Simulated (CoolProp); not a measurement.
A closed Brayton cycle with carbon dioxide: compressor inlet 313.15 K and 8.2 MPa, high pressure 19.7 MPa, turbine inlet 755 K, compressor efficiency 0.89, turbine efficiency 0.93, recuperator effectiveness 0.8 (on enthalpy, no pinch check). Each further row changes one setting.

The numbers come from the reference Helmholtz-energy equation of state, Span 1996 in CoolProp.

| case | thermal efficiency (%) | net work (kJ/kg) | compressor to turbine work | compressor exit (K) | turbine exit (K) |
|---|---|---|---|---|---|
| as stated | 28.7 | 75.8 | 0.30 | 372.7 | 652.4 |
| turbine inlet 705 K | ___ | 67.4 | 0.32 | 372.7 | 606.3 |
| compressor inlet 323.15 K | ___ | ___ | ___ | ___ | 652.4 |
| high pressure 16.7 MPa | ___ | 64.0 | 0.28 | 361.4 | ___ |
| recuperator effectiveness 0.5 | 21.0 | 75.8 | 0.30 | 372.7 | 652.4 |

Problem. Some entries are withheld; supply them.

Solution. 
- turbine inlet 705 K, thermal efficiency (%): 27.5
- compressor inlet 323.15 K, thermal efficiency (%): 28.0
- compressor inlet 323.15 K, net work (kJ/kg): 67.3
- compressor inlet 323.15 K, compressor to turbine work: 0.38
- compressor inlet 323.15 K, compressor exit (K): 394.3
- high pressure 16.7 MPa, thermal efficiency (%): 26.2
- high pressure 16.7 MPa, turbine exit (K): 671.3
